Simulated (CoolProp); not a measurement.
The fluid at 487.25 K and 3.47 MPa flows at 1.4 m/s in a round tube of 1 mm bore and 15 µm roughness, fully developed (64/Re and Nu = 3.66 if laminar; Colebrook and Gnielinski if turbulent). The same conditions are run with several fluids, on thermodynamics alone (safety and materials aside).

Values from CoolProp's reference Helmholtz-energy equation of state of each fluid (methane: Setzmann 1991; R22: Kamei 1995; R123: Younglove 1994; R11: Jacobsen 1992).

Problem. Rank methane, R22, R123, R11 by Reynolds number, highest first.

Solution. R123 (13000), R11 (12400), R22 (5090), methane (1130)

```tsv
fluid	Darcy friction factor	pressure drop (Pa/m)	heat-transfer coefficient (W/(m² K))	mass flow (kg/h)
methane	0.0566	763	247	0.0544
R22	0.0514	4100	658	0.322
R123	0.0470	8910	1740	0.765
R11	0.0472	7780	1260	0.666
```

Transport values come from each fluid's own correlations; those of R22, R11 are estimates that may be off by 10 % or more.
